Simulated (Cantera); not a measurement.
Equilibrium for boron, boron nitride and boron oxide: borazine + H₂O + O₂

Input: 1 mol borazine, 1.9 mol H₂O, 0.055 mol O₂, held at 1448 K.

Cantera equilibrium calculation (NASA polynomials, part measured and part estimated; ideal gas, pure solids and liquids). Candidate condensed phases: B, BN, B₂O₃, B₃O₃H₃, H₂O; 39 gas species. The feed counts by its element totals alone. Mutual solubility and eutectic melting of coexisting phases are not modelled. Gases not in the tables: H₃BO₃. Rates play no part.

```json
[
 {"P (Pa)": "10", "x H₂": "0.743", "x N₂": "0.114", "x B₂O₃": "0.0702", "x HBO": "0.0375", "x HBO₂": "0.0171", "x B₂O₂": "0.0163", "n BN(s)": "1.55", "n B₂O₃(l)": "0"},
 {"P (Pa)": "63", "x H₂": "0.847", "x N₂": "0.118", "x B₂O₃": "0.0114", "x HBO": "0.0118", "x HBO₂": "0.0101", "x B₂O₂": "0.00141", "n BN(s)": "1.65", "n B₂O₃(l)": "0.538"},
 {"P (Pa)": "400", "x H₂": "0.869", "x N₂": "0.119", "x B₂O₃": "0.00180", "x HBO": "0.00347", "x HBO₂": "0.00553", "x B₂O₂": "0.000120", "n BN(s)": "1.67", "n B₂O₃(l)": "0.631"},
 {"P (Pa)": "2500", "x H₂": "0.875", "x N₂": "0.119", "x B₂O₃": "0.000288", "x HBO": "0.00103", "x HBO₂": "0.00301", "x B₂O₂": "1.04e-5", "n BN(s)": "1.67", "n B₂O₃(l)": "0.653"},
 {"P (Pa)": "16000", "x H₂": "0.877", "x N₂": "0.119", "x B₂O₃": "4.49e-5", "x HBO": "0.000298", "x HBO₂": "0.00162", "x B₂O₂": "8.73e-7", "n BN(s)": "1.67", "n B₂O₃(l)": "0.660"},
 {"P (Pa)": "100000", "x H₂": "0.876", "x N₂": "0.119", "x B₂O₃": "7.19e-6", "x HBO": "8.78e-5", "x HBO₂": "0.000881", "x B₂O₂": "7.59e-8", "n BN(s)": "1.67", "n B₂O₃(l)": "0.660"}
]
```
x: gas mole fraction; n: condensed amount in mol.

At 10.0 Pa the condensed part is BN(s). From 63.0 Pa to 100000 Pa the condensed part is BN(s) + B₂O₃(l). The share of B in condensed phases is highest at 100000 Pa (99.8 %) and lowest at 10.0 Pa (51.5 %).
